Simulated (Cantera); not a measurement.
An adiabatic, constant-volume homogeneous reactor starts with 2.20 % CH4, 0.178 % C2H6, 7.51 % O2, 90.1 % N2, at 1798 K and 0.200 bar.

Computed with Cantera and GRI-Mech 3.0 (53 species, 325 reactions).

**Question.** Predict: time of steepest temperature rise; temperature at 0.300 s; equilibrium temperature; x(O2) at 0.300 s; x(NO) at 0.300 s; x(H2) at 0.300 s.

**Answer.** 
- time of steepest temperature rise = 0.270 ms
- temperature at 0.300 s = 2363 K
- equilibrium temperature = 2362 K
- x(O2) at 0.300 s = 0.0227 (gas-phase equilibrium 0.0227)
- x(NO) at 0.300 s = 0.00614 (gas-phase equilibrium 0.00624)
- x(H2) at 0.300 s = 0.00169 (gas-phase equilibrium 0.00169)
